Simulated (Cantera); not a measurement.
Equilibrium for silicon etching in halogen gases: Si + F2

Charge: 1 mol Si, a varied amount of F2, equilibrated at 575 K and 1.40 Pa.

These are equilibrium values from Cantera (NASA tables, ideal gas, pure condensed phases), not measurements of a reactor. Candidate condensed phases: Si; 9 gas species. Rates play no part.

From 1.1 mol F2 to 1.8 mol F2 the condensed part is Si(s). From 2.3 mol F2 to 8.3 mol F2 nothing is condensed. The main Si-bearing gas is SiF4 throughout.

```tsv
n(F2) (mol)	x SiF4	x F2	x F	x SiF3	n Si(s)
1.1	1.00	<1e-12	<1e-12	1.56e-7	0.450
1.4	1.00	<1e-12	<1e-12	1.56e-7	0.300
1.8	1.00	<1e-12	<1e-12	1.56e-7	0.100
2.3	0.766	0.225	0.00880	<1e-12	0
3	0.497	0.490	0.0130	<1e-12	0
3.8	0.355	0.631	0.0147	<1e-12	0
5	0.248	0.736	0.0159	<1e-12	0
6.4	0.184	0.800	0.0166	<1e-12	0
8.3	0.136	0.847	0.0171	<1e-12	0
```
x: gas mole fraction; n: condensed amount in mol.
